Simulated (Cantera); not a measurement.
Transport properties of process gases

Gas mixture: N2 = 0.86 (molar parts), at 9.87 atm, frozen composition.

Cantera's kinetic-theory transport with the Lennard-Jones parameters of GRI-Mech 3.0, ideal gas; thermal conductivity in the multicomponent form.

```json
[
 {"T (K)": "400", "ρ (kg/m³)": "8.42", "cp (J/kg/K)": "1047", "μ (µPa s)": "22.3", "λ (mW/m/K)": "32.9", "Pr": "0.710", "D (cm²/s) H": "0.206", "D (cm²/s) C2H2": "0.0284", "D (cm²/s) N2": "0.000"},
 {"T (K)": "600", "ρ (kg/m³)": "5.62", "cp (J/kg/K)": "1074", "μ (µPa s)": "29.6", "λ (mW/m/K)": "45.0", "Pr": "0.706", "D (cm²/s) H": "0.415", "D (cm²/s) C2H2": "0.0578", "D (cm²/s) N2": "0.000"},
 {"T (K)": "800", "ρ (kg/m³)": "4.21", "cp (J/kg/K)": "1121", "μ (µPa s)": "35.8", "λ (mW/m/K)": "56.9", "Pr": "0.706", "D (cm²/s) H": "0.675", "D (cm²/s) C2H2": "0.0945", "D (cm²/s) N2": "0.000"},
 {"T (K)": "1000", "ρ (kg/m³)": "3.37", "cp (J/kg/K)": "1169", "μ (µPa s)": "41.5", "λ (mW/m/K)": "68.8", "Pr": "0.706", "D (cm²/s) H": "0.982", "D (cm²/s) C2H2": "0.138", "D (cm²/s) N2": "0.000"},
 {"T (K)": "1200", "ρ (kg/m³)": "2.81", "cp (J/kg/K)": "1203", "μ (µPa s)": "46.7", "λ (mW/m/K)": "79.7", "Pr": "0.706", "D (cm²/s) H": "1.33", "D (cm²/s) C2H2": "0.187", "D (cm²/s) N2": "0.000"},
 {"T (K)": "1400", "ρ (kg/m³)": "2.41", "cp (J/kg/K)": "1231", "μ (µPa s)": "51.6", "λ (mW/m/K)": "90.1", "Pr": "0.706", "D (cm²/s) H": "1.72", "D (cm²/s) C2H2": "0.242", "D (cm²/s) N2": "0.000"},
 {"T (K)": "1600", "ρ (kg/m³)": "2.11", "cp (J/kg/K)": "1253", "μ (µPa s)": "56.3", "λ (mW/m/K)": "100", "Pr": "0.705", "D (cm²/s) H": "2.15", "D (cm²/s) C2H2": "0.302", "D (cm²/s) N2": "0.000"},
 {"T (K)": "1800", "ρ (kg/m³)": "1.87", "cp (J/kg/K)": "1271", "μ (µPa s)": "60.8", "λ (mW/m/K)": "109", "Pr": "0.705", "D (cm²/s) H": "2.61", "D (cm²/s) C2H2": "0.368", "D (cm²/s) N2": "0.000"},
 {"T (K)": "2000", "ρ (kg/m³)": "1.68", "cp (J/kg/K)": "1285", "μ (µPa s)": "65.0", "λ (mW/m/K)": "118", "Pr": "0.705", "D (cm²/s) H": "3.11", "D (cm²/s) C2H2": "0.438", "D (cm²/s) N2": "0.000"}
]
```
D: mixture-averaged diffusion coefficient of that species in the mixture.
